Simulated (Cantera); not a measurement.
A diamond (100) surface in a fixed gas of H2 with x(CH4) = 0.0096, x(H) = 0.00059, x(CH3) = 2.4e-05, 0.110 bar; coverages are run to steady state.

Model: the Harris–Goodwin 1993 mechanism for the reconstructed diamond (100) surface, integrated in Cantera.

One state of this run: growth (µm/h) = 0.316; θ c6HH = 0.480; θ c6H* = 0.0362; θ c6*H = 0.463; θ c6** = 0.0189; θ c6HM = 0.000765. θ: site fractions in the mechanism's names (c6HH fully hydrogenated, c6H* and c6*H radical sites, c6** diradical, c6HM methylated).

Question: Which value of T (K) does it belong to?
A. 1300
B. 950
C. 1200
D. 1250

Answer: C, 1200
